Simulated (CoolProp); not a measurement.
R1336mzz(E) at several states: fugacity coefficient from the reference equation and from simpler models built on Tc = 403.5 K, pc = 2779 kPa, ω = 0.413; each cubic takes its own stable root.

Model: reference Helmholtz-energy equation of state, Akasaka 2023, in CoolProp.

```csv
T (K),p (kPa),phase,reference
317,994,liquid,0.3317
386.9,2040,liquid,0.6932
232.6,254,liquid,0.03331
287,5700,liquid,0.02815
293.4,99.5,gas,0.9606
```

Task: How far does each simpler model (van der Waals, Peng-Robinson) lie from the reference over these 5 states: mean and median of the absolute difference, and the worst?

Result: 
- van der Waals: mean 511.7 %, median 142.0 %, worst +2005.1 % at 232.6 K and 254 kPa
- Peng-Robinson: mean 1.6 %, median 0.5 %, worst +6.2 % at 232.6 K and 254 kPa

At some of these states van der Waals gives the other phase, because its saturation line lies elsewhere.
